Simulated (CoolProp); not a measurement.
A simple Rankine cycle with R22: condensing at 318.15 K, boiler at 3.82 MPa, turbine inlet 499 K, turbine efficiency 0.75, pump efficiency 0.7, no recuperator. Each further row changes one setting.

Values from CoolProp's reference Helmholtz-energy equation of state, Kamei 1995.

```tsv
case	thermal efficiency (%)	net work (kJ/kg)	heat in (kJ/kg)	turbine exit temperature (K)	volume ratio over the turbine
as stated	7.3	22.3	306	459.0	…
condensing temperature 310.15 K	…	27.9	…	450.1	…
boiler pressure 2.67 MPa	4.2	13.1	…	477.6	1.50
turbine efficiency 0.65	6.2	…	306	462.8	2.13
```

Q: Fill in the missing entries.

A: 
- as stated, volume ratio over the turbine: 2.11
- condensing temperature 310.15 K, thermal efficiency (%): 8.8
- condensing temperature 310.15 K, heat in (kJ/kg): 316
- condensing temperature 310.15 K, volume ratio over the turbine: 2.53
- boiler pressure 2.67 MPa, heat in (kJ/kg): 313
- turbine efficiency 0.65, net work (kJ/kg): 19.0
